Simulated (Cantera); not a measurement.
**Silicon etching in halogen gases: Si + Cl2 + N2**

Feed: 1 mol Si, 7.9 mol Cl2, 1.5 mol N2, held at 1500 K and 13300 Pa.

These are equilibrium values from Cantera (NASA tables, ideal gas, pure condensed phases), not measurements of a reactor. Candidate condensed phases: Si, Si3N4; 13 gas species. The tables' values for SiCl3 are old estimates; treat these amounts as uncertain. Equilibrium is a limit: real reactors are often held back by kinetics, nucleation or transport.

```json
{
 "x(Cl2)": "0.597",
 "x(N2)": "0.168",
 "x(Cl)": "0.124",
 "x(SiCl4)": "0.112",
 "x(SiCl3)": "1.22e-5",
 "gas_amount": "8.954 mol",
 "log10 activity of Si(s) (absent)": "-15.89"
}
```
